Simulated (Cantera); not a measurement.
Feed: 1 mol Pb, a varied amount of H2O, 2.3 mol CO, at 1348 K and 1.00 bar.

Cantera equilibrium calculation (NASA polynomials, part measured and part estimated; ideal gas, pure solids and liquids). Candidate condensed phases: C, C6H6, C7H8, C8H18, H2O, Pb, PbO, PbO2, Pb3O4; 113 gas species. Rates play no part.

Q: What share of the Pb ends up in condensed phases as a function of n(H2O) (mol), at 0.13, 0.22, 0.36, 0.61, 1, 1.7, 2.9, 4.8, 8.1?

A: 
| n(H2O) (mol) | Pb condensed (%) | as |
|---|---|---|
| 0.13 | 98.8 | Pb(l) |
| 0.22 | 98.8 | Pb(l) |
| 0.36 | 98.7 | Pb(l) |
| 0.61 | 98.6 | Pb(l) |
| 1 | 98.4 | Pb(l) |
| 1.7 | 98.1 | Pb(l) |
| 2.9 | 97.5 | Pb(l) |
| 4.8 | 96.6 | Pb(l) |
| 8.1 | 95.0 | Pb(l) |
